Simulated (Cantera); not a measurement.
A freely propagating, adiabatic, planar premixed flame of CH3OH : O2 : N2 : CO2 = 1 : 1.95 : 7.32 : 2.9 (molar parts), equivalence ratio 0.77, unburnt at 548 K and 10.0 bar; mixture-averaged transport, grid criteria slope 0.08 and curve 0.16, no radiation.

Computed with Cantera and GRI-Mech 3.0 (53 species, 325 reactions). GRI-Mech 3.0 was tuned for natural gas; its chemistry of methanol as a main component is partial and can be far from experiment. Burning velocities carry a grid error of a few per cent, more on coarse grids.

x: mole fraction of selected species; z is measured from the peak of heat release.

```
z (mm)   T (K)  u (m/s)  x CH3OH    x O2  x CO2    x H2O2  x C2H6    x HCO
-------  -----  -------  -------  ------  -----  --------  ------  -------
-0.623     550   0.0922   0.0758   0.148  0.220   1.79e-6   <1e-8    <1e-8
-0.416     561   0.0942   0.0752   0.146  0.220   1.23e-5   <1e-8    <1e-8
-0.312     590   0.0994   0.0736   0.143  0.219   3.81e-5   <1e-8    <1e-8
-0.208     695    0.118   0.0667   0.132  0.219  0.000130   <1e-8    <1e-8
-0.104    1008    0.175   0.0418   0.100  0.227  0.000382   <1e-8    <1e-8
-0.0520   1279    0.224   0.0175  0.0736  0.238  0.000357   <1e-8  5.61e-7
0         1550    0.273        …       …  0.256         …   <1e-8        …
0.0520    1674    0.293  9.91e-8  0.0380  0.273   1.10e-6   <1e-8    <1e-8
0.104     1716    0.299    <1e-8  0.0348  0.279         …   <1e-8    <1e-8
0.208     1740    0.303    <1e-8  0.0332  0.283   2.82e-7   <1e-8    <1e-8
0.416     1749    0.304    <1e-8  0.0327  0.284   1.10e-7   <1e-8    <1e-8
0.831     1751    0.305    <1e-8  0.0326  0.285   6.53e-8   <1e-8    <1e-8
1.66      1751    0.305    <1e-8  0.0326  0.285   6.12e-8   <1e-8    <1e-8
```

Task: Complete the blanks.

Result: 
- 0, x CH3OH: 0.000669
- 0, x O2: 0.0485
- 0, x H2O2: 1.55e-5
- 0, x HCO: 2.68e-6
- 0.104, x H2O2: 6.32e-7
